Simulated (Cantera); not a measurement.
A closed system holds: 1 mol C₂H₂, 1.8 mol H₂, at 1.33 mbar.

Equilibrium computed with Cantera from the NASA thermochemical tables; the gas is ideal and each condensed phase is pure. Candidate condensed phases: C, C₆H₆, C₇H₈, C₈H₁₈; 76 gas species. Equilibrium is a limit: real reactors are often held back by kinetics, nucleation or transport.

Problem. At 2050 K, list the 3 most abundant gas species with their mole fractions, and the condensed phases.

Solution. H₂ 0.939, H 0.0602, C₂H₂ (acetylene) 0.000997. Condensed: C(graphite).
